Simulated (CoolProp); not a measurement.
Vapour-liquid equilibrium of R134a (1) + R142b (2) at 1.39 MPa; x and y are mole fractions of (1).

Computed with CoolProp (multi-fluid Helmholtz-energy mixture model, Tillner-Roth 1994 and Lemmon 2006; pair parameters Bell 2016).

Task: Give the bubble temperature and the first vapour's composition at x = 0.05, 0.275, 0.65. Is there an azeotrope?

Result: x = 0.05: 351.1 K, y = 0.083; x = 0.275: 342.3 K, y = 0.388; x = 0.65: 331.8 K, y = 0.742. No azeotrope shows between x = 0.05 and 0.95.

Pair parameters are fitted to limited data, so mixtures are less certain than the pure fluids.
